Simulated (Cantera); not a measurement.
Ammonia decomposition in nitride growth gas

An isothermal, constant-pressure homogeneous reactor starts with NH3 : H2 = 1 : 8.1 (molar parts), at 1500 K and 20.0 Torr.

Cantera simulation using the gas-phase N/H chemistry of the illustrative SiF4/NH3 mechanism in the Surface Chemkin manual (1991); the numbers are that mechanism's predictions, not measurements. Walls and surfaces, which speed up NH3 decomposition in real reactors, are not modelled.

```tsv
t (s)	x NH3	x H2	x NH	x NH2	x N2
0.000200	0.110	0.890	<1e-12	1.95e-9	<1e-12
0.00103	0.110	0.890	<1e-12	9.52e-9	<1e-12
0.00532	0.110	0.890	<1e-12	4.86e-8	<1e-12
0.0274	0.110	0.890	2.48e-11	2.50e-7	5.73e-11
0.141	0.110	0.890	6.60e-10	1.29e-6	8.86e-9
0.729	0.110	0.890	1.65e-8	6.44e-6	1.37e-6
3.76	0.110	0.890	8.56e-8	1.47e-5	8.76e-5
19.4	0.108	0.891	8.59e-8	1.46e-5	0.000687
100	0.102	0.894	8.34e-8	1.40e-5	0.00361
```
x: mole fraction; the columns are a selection and need not sum to one.

Equilibrium at this temperature and pressure: NH3 3.35e-7, H2 0.950, NH <1e-12, NH2 8.24e-11, N2 0.0495 (gas phase only).
